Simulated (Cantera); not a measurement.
Charge: 1 mol S, 9.1 mol H2O, equilibrated at 320 Pa.

Equilibrium computed with Cantera from the NASA thermochemical tables; the gas is ideal and each condensed phase is pure. Candidate condensed phases: H2O, H2SO4, S; 19 gas species. Equilibrium is a limit: real reactors are often held back by kinetics, nucleation or transport. All values below are at 1402 °C.

Base state: H2O 0.722, H2 0.180, SO2 0.0875, SO 0.00622, S2 0.00198, H 0.000870, H2S 0.000769, SH 0.000569 (mole fractions); condensed: gas only.

**Question.** What changes in the equilibrium state with this change: H2O from 9.1 to 3.9 mol?

**Answer.** 
```
species    before     after
-------  --------  --------
H2O         0.722     0.573
H2          0.180     0.249
SO2        0.0875     0.120
S2        0.00198    0.0344
SO        0.00622    0.0149
S2O       3.19e-5  0.000318
H2S      0.000769   0.00444
SH       0.000569   0.00279
```

**Question.** What changes in the equilibrium state with this change: 0.2 mol CH4 added?

**Answer.** 
```json
[
 {"species": "H2O", "before": "0.722", "after": "0.670"},
 {"species": "H2", "before": "0.180", "after": "0.221"},
 {"species": "SO2", "before": "0.0875", "after": "0.0752"},
 {"species": "CO", "before": "0", "after": "0.00981"},
 {"species": "CO2", "before": "0", "after": "0.00899"},
 {"species": "S2", "before": "0.00198", "after": "0.00447"},
 {"species": "H2S", "before": "0.000769", "after": "0.00142"},
 {"species": "S2O", "before": "3.19e-5", "after": "5.45e-5"}
]
```
Further candidate phases: C, C6H6, C7H8, C8H18.
